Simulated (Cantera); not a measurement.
A perfectly stirred reactor is fed with NH3 : H2 = 1 : 9.4 (molar parts), at 0.109 atm; it is held at 2075 K, and followed from long to short residence time.

Detailed kinetics in Cantera: the gas-phase N/H chemistry of the illustrative SiF4/NH3 mechanism in the Surface Chemkin manual (1991). Walls and surfaces, which speed up NH3 decomposition in real reactors, are not modelled.

### Question
What does this change do: temperature 2075 to 2398 K?

### Answer
```csv
quantity,before,after
x(NH3) at τ = 0.340 s,0.0302,0.000308
x(H2) at τ = 0.340 s,0.938,0.921
x(N) at τ = 0.340 s,1.77e-6,4.24e-5
x(N2) at τ = 0.340 s,0.0299,0.0429
x(NH) at τ = 0.340 s,1.07e-5,2.93e-5
x(NH3) at τ = 37.0 ms,0.0795,0.0151
x(H2) at τ = 37.0 ms,0.912,0.940
x(N) at τ = 37.0 ms,1.52e-6,1.73e-5
x(N2) at τ = 37.0 ms,0.00742,0.0366
x(NH) at τ = 37.0 ms,1.34e-5,5.93e-5
```

### Question
What does this change do: pressure from 0.109 atm to 0.0128 atm?

### Answer
```
quantity                before     after
---------------------  -------  --------
x(NH3) at τ = 0.340 s   0.0302    0.0727
x(H2) at τ = 0.340 s     0.938     0.915
x(N) at τ = 0.340 s    1.77e-6   2.17e-6
x(N2) at τ = 0.340 s    0.0299    0.0105
x(NH) at τ = 0.340 s   1.07e-5   1.65e-5
x(NH3) at τ = 37.0 ms   0.0795    0.0941
x(H2) at τ = 37.0 ms     0.912     0.904
x(N) at τ = 37.0 ms    1.52e-6   1.07e-6
x(N2) at τ = 37.0 ms   0.00742  0.000740
x(NH) at τ = 37.0 ms   1.34e-5   1.12e-5
```
